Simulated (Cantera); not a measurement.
An isothermal, constant-pressure homogeneous reactor starts with 0.898 % CH4, 98.8 % N2, 0.341 % H2O, at 1925 K and 0.790 atm.

Cantera simulation using GRI-Mech 3.0 (53 species, 325 reactions); the numbers are that mechanism's predictions, not measurements. GRI-Mech 3.0 stops at C3 and has no aromatics, soot or wall deposition, so with more carbon than oxygen in the feed, carbon stays in small species such as C2H2 where larger ones or solid carbon would form.

**Question.** Predict: x(CH4) at 80.0 s; x(CH2) at 80.0 s; x(HCN) at 80.0 s; x(C2H) at 80.0 s; x(H) at 80.0 s.

**Answer.** 
```
Quantity                                              Value
----------------  -----------------------------------------
x(CH4) at 80.0 s    1.42e-6 (gas-phase equilibrium 3.95e-7)
x(CH2) at 80.0 s   2.21e-9 (gas-phase equilibrium 6.15e-10)
x(HCN) at 80.0 s   0.000557 (gas-phase equilibrium 0.00536)
x(C2H) at 80.0 s    2.82e-7 (gas-phase equilibrium 7.72e-9)
x(H) at 80.0 s    0.000146 (gas-phase equilibrium 0.000146)
```
